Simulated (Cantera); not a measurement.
What does this Cantera script print?

```python
import numpy as np
import cantera as ct

gas_names = """
    Br Br2 H HBr H2 Si SiBr SiBr2 SiBr3 SiBr4 SiH SiHBr3 SiH2 SiH2Br2 SiH3 SiH3Br SiH4 Si2 Si3
""".split()
cond_names = """
    Br2(cr) Br2(L) Si(cr) Si(L)
""".split()


# ... load() reads the species with a 1 bar reference pressure and builds the phases ...
atoms = {
    'Si': {'Si': 1},
    'HBr': {'H': 1, 'Br': 1},
}
top_T = {}  # K; cautious upper limits of use, not melting points


# ... equilibrate(T, P, feed) seeds the gas with the atoms and calls Mixture.equilibrate('TP', solver="vcs", rtol=1e-11, max_steps=5000) ...
results = []
feed = {'Si': 1, 'HBr': 1.6}  # mol
T = 1525  # K
P = 1333.22  # Pa
mix = equilibrate(T, P, feed)
results.append((T, P, feed, dict(zip(mix.species_names, mix.species_moles))))
print(gas.report(threshold=0.001))
for i in range(1, mix.n_phases):
    print(f"{mix.phase(i).name:16s} {mix.phase_moles(i):12.5e} mol")
```

It prints:

```
       temperature   1525 K
          pressure   1333.2 Pa
           density   0.0096368 kg/m^3
  mean mol. weight   91.651 kg/kmol
   phase of matter   gas

                          1 kg             1 kmol
                     ---------------   ---------------
          enthalpy        2.2683e+05        2.0789e+07  J
   internal energy             88483        8.1095e+06  J
           entropy            3539.1        3.2436e+05  J/K
    Gibbs function       -5.1703e+06       -4.7386e+08  J
 heat capacity c_p               467             42801  J/K
 heat capacity c_v            376.28             34486  J/K

                      mass frac. Y      mole frac. X     chem. pot. / RT
                     ---------------   ---------------   ---------------
                Br         0.0062287         0.0071444           -23.571
               HBr           0.20819           0.23582           -35.535
                H2         0.0084332           0.38339           -23.927
             SiBr2           0.74383           0.36283           -51.769
             SiBr3           0.02194         0.0075089           -75.341
             SiBr4          0.010243         0.0026999           -98.912
     [  +13 minor]         0.0011349        0.00061139

Br2(L)            0.00000e+00 mol
Si(cr)            4.04208e-01 mol
```

These are equilibrium values from Cantera (NASA tables, ideal gas, pure condensed phases), not measurements of a reactor. The tables' values for SiBr3, SiBr are old estimates; treat these amounts as uncertain.
